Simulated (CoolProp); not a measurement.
Saturation properties of dodecamethylpentasiloxane (MD3M).

The numbers come from the reference Helmholtz-energy equation of state, Thol 2019 in CoolProp.

```json
[
 {"T (K)": "446.9", "p (MPa)": "0.02247", "liquid density (kg/m³)": "720.2", "enthalpy of vaporisation (kJ/kg)": "129.9", "liquid cp (kJ/(kg K))": "2.035", "vapour Z": "0.9633"},
 {"T (K)": "455.2", "p (MPa)": "0.02896", "liquid density (kg/m³)": "710.9", "enthalpy of vaporisation (kJ/kg)": "127.2", "liquid cp (kJ/(kg K))": "2.052", "vapour Z": "0.9559"},
 {"T (K)": "463.5", "p (MPa)": "0.03688", "liquid density (kg/m³)": "701.6", "enthalpy of vaporisation (kJ/kg)": "(withheld)", "liquid cp (kJ/(kg K))": "2.070", "vapour Z": "0.9475"},
 {"T (K)": "471.8", "p (MPa)": "0.04645", "liquid density (kg/m³)": "692.0", "enthalpy of vaporisation (kJ/kg)": "121.6", "liquid cp (kJ/(kg K))": "2.088", "vapour Z": "0.9381"},
 {"T (K)": "480.2", "p (MPa)": "0.05804", "liquid density (kg/m³)": "682.1", "enthalpy of vaporisation (kJ/kg)": "(withheld)", "liquid cp (kJ/(kg K))": "2.107", "vapour Z": "0.9274"},
 {"T (K)": "488.5", "p (MPa)": "0.07163", "liquid density (kg/m³)": "672.1", "enthalpy of vaporisation (kJ/kg)": "115.8", "liquid cp (kJ/(kg K))": "2.126", "vapour Z": "0.9157"},
 {"T (K)": "496.8", "p (MPa)": "0.08761", "liquid density (kg/m³)": "661.9", "enthalpy of vaporisation (kJ/kg)": "112.7", "liquid cp (kJ/(kg K))": "2.144", "vapour Z": "0.9027"},
 {"T (K)": "505.1", "p (MPa)": "0.1063", "liquid density (kg/m³)": "651.4", "enthalpy of vaporisation (kJ/kg)": "109.6", "liquid cp (kJ/(kg K))": "(withheld)", "vapour Z": "0.8884"},
 {"T (K)": "513.4", "p (MPa)": "0.1279", "liquid density (kg/m³)": "640.5", "enthalpy of vaporisation (kJ/kg)": "106.4", "liquid cp (kJ/(kg K))": "2.184", "vapour Z": "0.8727"},
 {"T (K)": "521.7", "p (MPa)": "0.1528", "liquid density (kg/m³)": "(withheld)", "enthalpy of vaporisation (kJ/kg)": "103.1", "liquid cp (kJ/(kg K))": "2.205", "vapour Z": "0.8555"},
 {"T (K)": "530.1", "p (MPa)": "0.1817", "liquid density (kg/m³)": "(withheld)", "enthalpy of vaporisation (kJ/kg)": "99.52", "liquid cp (kJ/(kg K))": "2.227", "vapour Z": "0.8364"},
 {"T (K)": "538.4", "p (MPa)": "0.2142", "liquid density (kg/m³)": "605.3", "enthalpy of vaporisation (kJ/kg)": "95.87", "liquid cp (kJ/(kg K))": "2.250", "vapour Z": "0.8158"}
]
```

**Question.** Complete the blanks.

**Answer.** 
- 463.5, enthalpy of vaporisation (kJ/kg): 124.4
- 480.2, enthalpy of vaporisation (kJ/kg): 118.7
- 505.1, liquid cp (kJ/(kg K)): 2.164
- 521.7, liquid density (kg/m³): 629.2
- 530.1, liquid density (kg/m³): 617.4

It boils at 503.0 K under 1 atm.
